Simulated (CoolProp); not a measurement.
Values from CoolProp's reference Helmholtz-energy equation of state, Lemmon 2006. It is a short technical equation, of lower accuracy than the large ones.

Q: Give the vapour pressure (kPa), liquid density (kg/m³), vapour density (kg/m³), liquid cp (kJ/(kg K)) of saturated isopentane at 353.3, 381.5 K.

A: 
| T (K) | p (kPa) | liquid density (kg/m³) | vapour density (kg/m³) | liquid cp (kJ/(kg K)) |
|---|---|---|---|---|
| 353.3 | 459 | 554 | 12.9 | 2.60 |
| 381.5 | 861 | 516 | 24.4 | 2.82 |
